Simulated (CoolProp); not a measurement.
Values from CoolProp's reference Helmholtz-energy equation of state, Schmidt 1985.

For oxygen, give the phase and the density (kg/m³), Joule-Thomson coefficient (K/MPa), isothermal compressibility (1/MPa), viscosity (µPa s) at -95.55 °C and 168 bar; -95.55 °C and 280 bar.


- -95.55 °C and 168 bar: supercritical; density 682, Joule-Thomson coefficient 0.714, isothermal compressibility 0.0251, viscosity 45.3
- -95.55 °C and 280 bar: supercritical; density 803, Joule-Thomson coefficient 0.0836, isothermal compressibility 0.00918, viscosity 60.7

Viscosity comes from a separate model (Lemmon 2004).
